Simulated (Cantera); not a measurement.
**Adiabatic ignition**

An adiabatic, constant-volume homogeneous reactor starts with 8.35 % CH3OH, 18.7 % O2, 70.3 % N2, 2.67 % CO2, equivalence ratio 0.67, at 1123 K and 5.00 bar.

Model: GRI-Mech 3.0 (53 species, 325 reactions), integrated in Cantera. GRI-Mech 3.0 was tuned for natural gas; its chemistry of methanol as a main component is partial and can be far from experiment.

```csv
t (s),T (K),P (bar),x CH3OH,x O2,x CO2,x H,x NO,x CH2
2.00e-6,1123,5.00,0.0835,0.187,0.0267,2.65e-11,<1e-12,3.09e-12
5.40e-6,1123,5.00,0.0835,0.187,0.0267,2.71e-11,<1e-12,3.09e-12
1.46e-5,1123,5.00,0.0835,0.187,0.0267,2.82e-11,<1e-12,3.09e-12
3.94e-5,1123,5.00,0.0835,0.187,0.0267,2.91e-11,<1e-12,3.09e-12
0.000106,1123,5.00,0.0835,0.187,0.0267,2.97e-11,<1e-12,3.09e-12
0.000287,1123,5.00,0.0835,0.187,0.0267,3.11e-11,<1e-12,3.09e-12
0.000775,1123,5.00,0.0835,0.187,0.0267,3.74e-11,<1e-12,3.09e-12
0.00209,1123,5.00,0.0835,0.187,0.0267,7.53e-11,<1e-12,3.09e-12
0.00565,1123,5.00,0.0834,0.187,0.0267,5.41e-10,<1e-12,3.10e-12
0.0152,2624,12.3,<1e-12,0.0541,0.0966,0.000540,0.0130,<1e-12
0.0412,2624,12.3,<1e-12,0.0540,0.0966,0.000539,0.0132,<1e-12
0.111,2624,12.3,<1e-12,0.0540,0.0966,0.000539,0.0132,<1e-12
0.300,2624,12.3,<1e-12,0.0540,0.0966,0.000539,0.0132,<1e-12
```
x: mole fraction; the columns are a selection and need not sum to one.

```
Item                                                              Result
---------------------------------  -------------------------------------
time of steepest temperature rise                                10.6 ms
temperature at 0.300 s                                            2624 K
equilibrium temperature                                           2624 K
x(CH3OH) at 0.300 s                <1e-12 (gas-phase equilibrium <1e-12)
x(O2) at 0.300 s                   0.0540 (gas-phase equilibrium 0.0540)
x(CO2) at 0.300 s                  0.0966 (gas-phase equilibrium 0.0966)
```
